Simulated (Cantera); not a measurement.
# Diamond growth

A diamond (100) surface in a fixed gas of H2 with x(CH4) = 0.021, x(H) = 0.004, x(CH3) = 4.5e-05, at 1000 K; coverages are run to steady state.

Detailed kinetics in Cantera: the Harris–Goodwin 1993 mechanism for the reconstructed diamond (100) surface.

```json
[
 {"P (Pa)": "720", "growth (µm/h)": "0.129", "θ c6HH": "0.594", "θ c6H*": "0.0182", "θ c6*H": "0.372", "θ c6**": "0.00956", "θ c6HM": "0.00457"},
 {"P (Pa)": "1100", "growth (µm/h)": "0.214", "θ c6HH": "0.593", "θ c6H*": "0.0182", "θ c6*H": "0.372", "θ c6**": "0.00955", "θ c6HM": "0.00499"},
 {"P (Pa)": "1700", "growth (µm/h)": "0.353", "θ c6HH": "0.593", "θ c6H*": "0.0182", "θ c6*H": "0.372", "θ c6**": "0.00955", "θ c6HM": "0.00532"},
 {"P (Pa)": "2600", "growth (µm/h)": "0.563", "θ c6HH": "0.593", "θ c6H*": "0.0182", "θ c6*H": "0.372", "θ c6**": "0.00954", "θ c6HM": "0.00556"},
 {"P (Pa)": "4000", "growth (µm/h)": "0.891", "θ c6HH": "0.593", "θ c6H*": "0.0182", "θ c6*H": "0.372", "θ c6**": "0.00954", "θ c6HM": "0.00572"},
 {"P (Pa)": "6000", "growth (µm/h)": "1.36", "θ c6HH": "0.593", "θ c6H*": "0.0182", "θ c6*H": "0.372", "θ c6**": "0.00954", "θ c6HM": "0.00583"},
 {"P (Pa)": "9200", "growth (µm/h)": "2.12", "θ c6HH": "0.593", "θ c6H*": "0.0182", "θ c6*H": "0.371", "θ c6**": "0.00955", "θ c6HM": "0.00591"},
 {"P (Pa)": "14000", "growth (µm/h)": "3.25", "θ c6HH": "0.593", "θ c6H*": "0.0183", "θ c6*H": "0.371", "θ c6**": "0.00955", "θ c6HM": "0.00596"}
]
```
θ: site fractions in the mechanism's names (c6HH fully hydrogenated, c6H* and c6*H radical sites, c6** diradical, c6HM methylated).
